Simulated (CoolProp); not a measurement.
A single-stage vapour-compression cycle with R11: evaporating at 305.15 K (dew point), condensing at 346.15 K (bubble point), superheat 2 K, subcooling 5 K, compressor efficiency 0.8, no pressure losses. Each further row changes one setting.

Model: reference Helmholtz-energy equation of state, Jacobsen 1992, in CoolProp.

```csv
case,cooling COP,pressure ratio,discharge temperature (K),refrigerating effect (kJ/kg),volumetric capacity (kJ/m³)
as stated,5.34,3.27,358.6,147,1110
evaporating temperature 310.15 K,?,?,356.9,149,1320
condensing temperature 341.15 K,?,2.88,352.7,151,1150
subcooling 10 K,?,3.27,358.6,151,1150
superheat 12 K,5.36,3.27,?,153,1120
compressor efficiency 0.7,4.67,3.27,364.4,147,1110
```

Problem. Fill in the missing entries.

Solution. 
- evaporating temperature 310.15 K, cooling COP: 6.28
- evaporating temperature 310.15 K, pressure ratio: 2.78
- condensing temperature 341.15 K, cooling COP: 6.20
- subcooling 10 K, cooling COP: 5.51
- superheat 12 K, discharge temperature (K): 369.4
